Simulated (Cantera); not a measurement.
Feed: 1 mol Si3N4, 0.0024 mol H2O, 420 mol N2, held at 827 °C and 0.0110 bar.

These are equilibrium values from Cantera (NASA tables, ideal gas, pure condensed phases), not measurements of a reactor. Candidate condensed phases: H2O, Si, SiO2, Si2N2O, Si3N4; 35 gas species. Mutual solubility and eutectic melting of coexisting phases are not modelled. Equilibrium is a limit: real reactors are often held back by kinetics, nucleation or transport.

Base state: N2 1.000 (mole fractions); condensed: Si2N2O(s) + Si3N4(s).

What changes in the equilibrium state with this change: temperature from 827 °C to 1425 °C?


```
species          before    after
--------------  -------  -------
N2                1.000    1.000
Si                <1e-9  1.59e-5
Si2N2O(s), mol  0.00240        0
Si3N4(s), mol     0.998    0.997
```
